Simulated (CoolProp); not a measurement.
Values from CoolProp's reference Helmholtz-energy equation of state, Fiedler 2023.

**Question.** For tetrahydrofuran, give the phase and the cv (kJ/(kg K)), speed of sound (m/s) at 312.7 K and 0.101 MPa; 398.6 K and 0.101 MPa.

**Answer.** 
- 312.7 K and 0.101 MPa: liquid; cv 1.24, speed of sound 1210
- 398.6 K and 0.101 MPa: gas; cv 1.37, speed of sound 220
